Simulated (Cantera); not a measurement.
An isothermal, constant-pressure homogeneous reactor starts with 41.1 % CH₄, 49.3 % H₂O, 3.94 % H₂, 5.75 % N₂, at 1550 K and 9.87 atm.

Computed with Cantera and GRI-Mech 3.0 (53 species, 325 reactions).

One state of this run: x CH₄ = 0.406; x H₂O = 0.492; x H₂ = 0.0425; x CH₂ = 1.84e-9; x CO₂ = 7.39e-9. x: mole fraction; the columns are a selection and need not sum to one.

Task: Which value of t (s) does it belong to?
A) 0.222
B) 0.000545
C) 0.0110
D) 1.00

Result: B, 0.000545
